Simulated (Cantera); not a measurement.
A Cantera script and what it prints.

```python
import numpy as np
import cantera as ct

gas_names = """
    NF3 NO2 F2
""".split()
cond_names = """
    Cu2O(s) Cu2O(L) Cu(cr) Cu(L)
""".split()


def load(file, names, dense=False):
    # The tables refer to 1 bar. Condensed volumes are neglected.
    table = {s.name: s for s in ct.Species.list_from_file(file)}
    out = []
    for n in names:
        d = dict(table[n].input_data)
        d["thermo"] = dict(d["thermo"], **{"reference-pressure": 1e5})
        if dense:
            d["equation-of-state"] = {"model": "constant-volume", "density": "1e6 g/cm^3"}
        out.append(ct.Species.from_dict(d))
    return out


species = {s.name: s for s in load("nasa_gas.yaml", gas_names) + load("nasa_condensed.yaml", cond_names)}
# Each term lists the table entries of one substance; the one whose range holds T is used.
reactions = {
    '4 Cu2O + 2 NF3(g) = 2 NO2(g) + 8 Cu + 3 F2(g)':
        [(-4, ['Cu2O(s)', 'Cu2O(L)']), (-2, ['NF3']), (2, ['NO2']), (8, ['Cu(cr)', 'Cu(L)']), (3, ['F2'])],
}


def pick(names, T):
    return next(species[n] for n in names if species[n].thermo.min_temp <= T <= species[n].thermo.max_temp)


results = []
for label, terms in reactions.items():
    print(label)
    print("     T/K   dH/kJ  dS/(J/K)   dG/kJ   log10 K")
    for T in [1425, 1475, 1525, 1575, 1625]:
        used = [(nu, pick(names, T)) for nu, names in terms]
        dH = sum(nu * s.thermo.h(T) for nu, s in used) / 1e6
        dS = sum(nu * s.thermo.s(T) for nu, s in used) / 1e3
        dG = dH - T * dS / 1e3
        logK = -dG * 1e6 / (ct.gas_constant * T * np.log(10))
        results.append((label, T, dH, dS, dG, logK, [s.name for _, s in used]))
        print(f"{T:8g} {dH:8.1f} {dS:8.1f} {dG:8.1f} {logK:8.2f}")
```

Result:

```
4 Cu2O + 2 NF3(g) = 2 NO2(g) + 8 Cu + 3 F2(g)
     T/K   dH/kJ  dS/(J/K)   dG/kJ   log10 K
    1425   1083.2    498.3    373.2   -13.68
    1475   1080.4    496.4    348.3   -12.33
    1525    818.2    323.4    325.0   -11.13
    1575    814.3    320.9    308.9   -10.24
    1625    810.4    318.5    292.9    -9.41
```

Cantera with NASA thermochemical tables; ideal gases at 1 bar, condensed phases pure. Condensed species are held in their standard states even where they would react or evaporate.
